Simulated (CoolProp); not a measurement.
Saturation properties of R236EA.

Computed with CoolProp (reference Helmholtz-energy equation of state, Rui 2013).

| T (°C) | p (bar) | liquid density (kg/m³) | vapour Z | surface tension (mN/m) | liquid viscosity (µPa s) | liquid conductivity (mW/(m K)) |
|---|---|---|---|---|---|---|
| -3.85 | 0.6613 | 1514 | 0.9675 | 15.9 | 589 | 90.7 |
| 1.75 | 0.8433 | 1498 | 0.9613 | 15.2 | 538 | 88.5 |
| 7.25 | 1.059 | 1481 | 0.9546 | 14.4 | 494 | 86.3 |
| 12.85 | 1.320 | 1464 | 0.9469 | 13.6 | 455 | 84.2 |
| 18.45 | 1.629 | 1447 | 0.9385 | 12.9 | 420 | 82.1 |
| 24.05 | 1.992 | 1429 | 0.9293 | 12.1 | 388 | 80.0 |
| 29.65 | 2.415 | 1411 | 0.9191 | 11.4 | 359 | 78.0 |
| 35.25 | 2.903 | 1393 | 0.9081 | 10.7 | 333 | 76.1 |

It boils at 6.2 °C under 1 atm.

Viscosity comes from a separate model (Huber 2003), an estimate that may be off by 10 % or more. Thermal conductivity comes from a separate model (Huber 2003), an estimate that may be off by 10 % or more. Surface tension comes from a separate correlation (Mulero 2012).
